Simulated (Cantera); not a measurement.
A closed system holds: 1 mol CO, 0.7 mol H2O, a varied amount of N2, at 350 °C and 0.00220 bar.

These are equilibrium values from Cantera (NASA tables, ideal gas, pure condensed phases), not measurements of a reactor. Candidate condensed phases: C, C6H6, C7H8, C8H18, H2O; 136 gas species. Equilibrium is a limit: real reactors are often held back by kinetics, nucleation or transport.

x: gas mole fraction; n: condensed amount in mol.

```tsv
n(N2) (mol)	x N2	x CO2	x H2	x H2O	x CO	x CH4	x NH3	n C(graphite)
1.3	0.469	0.255	0.170	0.0759	0.0270	0.00324	3.00e-6	0.209
3.1	0.673	0.155	0.111	0.0385	0.0210	0.00138	1.89e-6	0.184
4.9	0.763	0.111	0.0830	0.0244	0.0178	0.000772	1.30e-6	0.166
6.6	0.811	___	___	___	___	___	___	0.153
8.4	0.844	___	___	___	0.0143	___	___	0.142
10	0.865	0.0615	0.0492	0.0108	0.0132	0.000272	6.35e-7	0.133
12	0.884	0.0522	0.0426	0.00859	0.0122	0.000203	5.16e-7	0.123
14	0.899	0.0453	0.0375	0.00706	0.0114	0.000158	4.31e-7	0.114
```

Question: Some entries are withheld; supply them.

Answer: 
- 6.6, x CO2: 0.0877
- 6.6, x H2: 0.0674
- 6.6, x H2O: 0.0176
- 6.6, x CO: 0.0158
- 6.6, x CH4: 0.000509
- 6.6, x NH3: 9.84e-7
- 8.4, x CO2: 0.0716
- 8.4, x H2: 0.0563
- 8.4, x H2O: 0.0133
- 8.4, x CH4: 0.000355
- 8.4, x NH3: 7.67e-7
